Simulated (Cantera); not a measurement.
A perfectly stirred reactor is fed with NO : N2 = 1 : 0.49 (molar parts), at 285 Torr; it is held at 2200 K, and followed from long to short residence time.

Detailed kinetics in Cantera: GRI-Mech 3.0 (53 species, 325 reactions).

One state of this run: x NO = 0.284; x O2 = 0.192; x N2 = 0.522; x NO2 = 0.000213; x O = 0.00198; x N2O = 3.22e-5. x: mole fraction; the columns are a selection and need not sum to one.

Problem. Which value of τ (s) does it belong to?
A. 0.00020
B. 0.24
C. 0.0042
D. 1.8

Solution. B, 0.24
